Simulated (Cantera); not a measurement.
Cantera with NASA thermochemical tables; ideal gases at 1 bar, condensed phases pure. Values are per mole of reaction as written; species without (g) are pure solids or liquids, kept so even where they would boil at 1 bar.

4 Pb(g) + 2 NO2(g) ⇌ 4 PbO(g) + N2(g)

```csv
T (K),ΔH° (kJ),ΔS° (J/K),ΔG° (kJ),log10 K
1350,-573.4,-35.2,-525.9,20.35
1500,-575.3,-36.5,-520.6,18.13
1650,-577.7,-38.0,-515.0,16.30
1800,-580.7,-39.7,-509.2,14.78
1950,?,?,?,?
2100,?,?,?,?
2250,-594.0,-46.3,-489.9,11.37
```

**Question.** Complete the blanks.

**Answer.** 
- 1950, ΔH° (kJ): -584.3
- 1950, ΔS° (J/K): -41.7
- 1950, ΔG° (kJ): -503.1
- 1950, log10 K: 13.48
- 2100, ΔH° (kJ): -588.8
- 2100, ΔS° (J/K): -43.9
- 2100, ΔG° (kJ): -496.6
- 2100, log10 K: 12.35
